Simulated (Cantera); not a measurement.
Si3N4 + Cl2 (nitride etching)

Charge: 1 mol Si3N4, 2.6 mol Cl2.

Method: chemical equilibrium by Gibbs-energy minimisation in Cantera with the NASA 1993 tables (ideal gas, pure condensed phases). Candidate condensed phases: Si, Si3N4; 13 gas species. Mutual solubility and eutectic melting of coexisting phases are not modelled. The tables' values for SiCl3 are old estimates. The numbers say what is thermodynamically allowed, not how fast it happens.

Map the stable condensed phases over T = 1100, 1125, 1150, 1175, 1200, 1225, 1250, 1275, 1300, 1325, 1350 °C and P in Pa = 1, 6.8, 46, 320, 2200, 15000, 100000.


```
T in °C \ P in Pa
              1    6.8     46    320   2200  15000 100000
   1350       A      A      A      B      B      B      B
   1325       A      A      A      B      B      B      B
   1300       A      A      C      B      B      B      B
   1275       A      A      B      B      B      B      B
   1250       A      A      B      B      B      B      B
   1225       A      A      B      B      B      B      B
   1200       A      C      B      B      B      B      B
   1175       A      B      B      B      B      B      B
   1150       A      B      B      B      B      B      B
   1125       A      B      B      B      B      B      B
   1100       B      B      B      B      B      B      B
```
A: Si; B: Si3N4; C: Si + Si3N4.
